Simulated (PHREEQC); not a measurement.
Solution (79 °C): 0.085 mol/kgw HF, 0.012 mol/kgw NH4HF2, 0.046 mol/kgw H2SiF6 and 0.67 mol/kgw HCl. Closed to the air; pH follows from the charge balance.

All values are PHREEQC results (ion-association model, phreeqc.dat), not measurements.

```
Quantity                  Result
-----------------  -------------
pH                          0.26
ionic strength     0.808 mol/kgw
activity of water          0.973
density              0.989 g/cm³
total alkalinity    -1040 meq/kg
```

```tsv
species	molality	activity	log γ
H+	0.750	0.547	-0.137
Cl-	0.670	0.395	-0.230
HF	0.109	0.132	0.081
SiF6-2	0.0459	0.00706	-0.813
NH4+	0.0120	0.00614	-0.291
F-	9.81e-5	5.54e-5	-0.248
H4SiO4	9.02e-5	0.000109	0.081
HF2-	4.25e-5	3.14e-5	-0.132
```

Precipitation was switched off in this run. Caution: at this ionic strength the ion-association model is outside its range; a Pitzer model would be the better tool where its parameters exist. Away from 25 °C the constants follow the database's enthalpies or fits; those with neither stay at their 25 °C values. SiF6-2 is the database's only silicon fluoride.
